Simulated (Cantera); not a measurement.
Premixed flame

A freely propagating, adiabatic, planar premixed flame of H₂ : O₂ : N₂ = 1 : 0.208 : 0.783 (molar parts), unburnt at 350 K and 1.97 atm; mixture-averaged transport, grid criteria slope 0.08 and curve 0.16, no radiation.

Model: the H2/O2 subset of GRI-Mech 3.0, which has no nitrogen chemistry, integrated in Cantera. Burning velocities carry a grid error of a few per cent, more on coarse grids.

```json
[
 {"z (mm)": "-0.454", "T (K)": "350", "u (m/s)": "3.47", "x H₂": "0.502", "x O₂": "0.104", "x H": "<1e-8", "x HO₂": "<1e-8", "x OH": "<1e-8", "x H₂O": "<1e-8"},
 {"z (mm)": "-0.302", "T (K)": "350", "u (m/s)": "3.47", "x H₂": "0.502", "x O₂": "0.104", "x H": "<1e-8", "x HO₂": "<1e-8", "x OH": "<1e-8", "x H₂O": "<1e-8"},
 {"z (mm)": "-0.227", "T (K)": "350", "u (m/s)": "3.47", "x H₂": "0.502", "x O₂": "0.104", "x H": "<1e-8", "x HO₂": "<1e-8", "x OH": "<1e-8", "x H₂O": "4.37e-8"},
 {"z (mm)": "-0.151", "T (K)": "351", "u (m/s)": "3.48", "x H₂": "0.502", "x O₂": "0.105", "x H": "<1e-8", "x HO₂": "3.87e-7", "x OH": "<1e-8", "x H₂O": "2.76e-6"},
 {"z (mm)": "-0.0756", "T (K)": "402", "u (m/s)": "3.93", "x H₂": "0.493", "x O₂": "0.106", "x H": "1.04e-5", "x HO₂": "0.000233", "x OH": "2.10e-5", "x H₂O": "0.00129"},
 {"z (mm)": "-0.0378", "T (K)": "691", "u (m/s)": "6.54", "x H₂": "0.460", "x O₂": "0.0990", "x H": "0.00264", "x HO₂": "0.000450", "x OH": "0.000694", "x H₂O": "0.0242"},
 {"z (mm)": "0", "T (K)": "1075", "u (m/s)": "9.92", "x H₂": "0.404", "x O₂": "0.0757", "x H": "0.0171", "x HO₂": "0.000173", "x OH": "0.000858", "x H₂O": "0.0794"},
 {"z (mm)": "0.0378", "T (K)": "1351", "u (m/s)": "12.4", "x H₂": "0.345", "x O₂": "0.0400", "x H": "0.0374", "x HO₂": "7.62e-5", "x OH": "0.00152", "x H₂O": "0.149"},
 {"z (mm)": "0.0756", "T (K)": "1503", "u (m/s)": "13.7", "x H₂": "0.310", "x O₂": "0.0149", "x H": "0.0490", "x HO₂": "2.71e-5", "x OH": "0.00172", "x H₂O": "0.197"},
 {"z (mm)": "0.151", "T (K)": "1625", "u (m/s)": "14.8", "x H₂": "0.296", "x O₂": "0.00168", "x H": "0.0489", "x HO₂": "2.88e-6", "x OH": "0.00165", "x H₂O": "0.223"},
 {"z (mm)": "0.302", "T (K)": "1721", "u (m/s)": "15.6", "x H₂": "0.301", "x O₂": "9.72e-5", "x H": "0.0383", "x HO₂": "1.81e-7", "x OH": "0.00157", "x H₂O": "0.228"},
 {"z (mm)": "0.605", "T (K)": "1805", "u (m/s)": "16.2", "x H₂": "0.308", "x O₂": "2.97e-5", "x H": "0.0267", "x HO₂": "6.78e-8", "x OH": "0.00132", "x H₂O": "0.229"},
 {"z (mm)": "1.21", "T (K)": "1871", "u (m/s)": "16.7", "x H₂": "0.315", "x O₂": "1.33e-5", "x H": "0.0171", "x HO₂": "3.35e-8", "x OH": "0.000970", "x H₂O": "0.231"}
]
```
x: mole fraction of selected species; z is measured from the peak of heat release.

```json
{
  "laminar_burning_velocity": "347 cm/s",
  "thermal_thickness": "0.151 mm",
  "peak x(H)": "0.0510",
  "peak x(HO₂)": "0.000624",
  "peak x(OH)": "0.00172",
  "grid_points": "119"
}
```
